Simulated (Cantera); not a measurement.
Equilibrium for halide evaporation, hydrolysis and transport: CuF2 + HF + N2

Input: 1 mol CuF2, 0.93 mol HF, 1 mol N2, equilibrated at 1073 K and 0.133 bar.

Method: chemical equilibrium by Gibbs-energy minimisation in Cantera with the NASA 1993 tables (ideal gas, pure condensed phases). Candidate condensed phases: Cu, CuF2; 25 gas species. Rates play no part.

- x(N2): 0.518
- x(HF): 0.482
- x(CuF2): 0.000705
- n(CuF2(s)): 0.999 mol
- gas amount: 1.931 mol
- log10 activity of Cu(s) (absent): -5.91
